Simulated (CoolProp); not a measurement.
Vapour pressure (MPa) of CH2F2 (R32): the reference equation beside estimates from Tc = 351.3 K, pc = 5.783 MPa, ω = 0.277.

Model: reference Helmholtz-energy equation of state, Tillner-Roth 1997, in CoolProp.

```
T (K)  reference  Lee-Kesler  van der Waals  Redlich-Kwong  Soave-Redlich-Kwong
-----  ---------  ----------  -------------  -------------  -------------------
270.1     0.7366      0.7456          1.841              ?               0.7470
273.2     0.8144      0.8249          1.944          1.160               0.8270
276.3     0.8983      0.9103          2.049          1.260               0.9134
279.4     0.9887       1.002          2.159          1.365                1.006
282.5          ?       1.100          2.272          1.477                1.106
285.6          ?           ?          2.389          1.594                1.213
288.7      1.301       1.318          2.509          1.718                1.328
291.8      1.420       1.439          2.633          1.848                1.450
294.9      1.547       1.567          2.761          1.985                1.581
298        1.683       1.703          2.893          2.129                1.720
301        1.822       1.843          3.024          2.274                1.863
304.1      1.975       1.997          3.163          2.431                2.020
307.2      2.138       2.160          3.307          2.596                2.186
310.3      2.311       2.333          3.454          2.767                2.362
313.4      2.493           ?              ?          2.946                2.548
```

### Question
Complete the blanks.

### Answer

- 270.1, Redlich-Kwong: 1.066
- 282.5, reference: 1.086
- 285.6, reference: 1.190
- 285.6, Lee-Kesler: 1.206
- 313.4, Lee-Kesler: 2.515
- 313.4, van der Waals: 3.605

Absolute difference from the reference over all 15 rows, mean and median: Lee-Kesler 1.2 and 1.3 %, van der Waals 89.9 and 85.4 %, Redlich-Kwong 30.6 and 30.1 %, Soave-Redlich-Kwong 2.0 and 2.1 %.
